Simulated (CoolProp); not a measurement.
A Linde-Hampson liquefier for dry air: isothermal reversible compression at 250 K from 1 atm to 40 MPa, throttling to 1 atm, return gas leaving the recuperator 5 K below the feed. Each further row changes one setting.

The numbers come from the reference Helmholtz-energy equation of state, Lemmon 2000 in CoolProp. It is a pseudo-pure fit of the blend.

```tsv
case	liquid yield per pass	compression work (kJ/kg of gas)
as stated	0.161	424
high pressure 80 MPa	0.122	496
warm-end temperature 280 K	0.118	482
warm-end gap 10 K	0.150	424
```
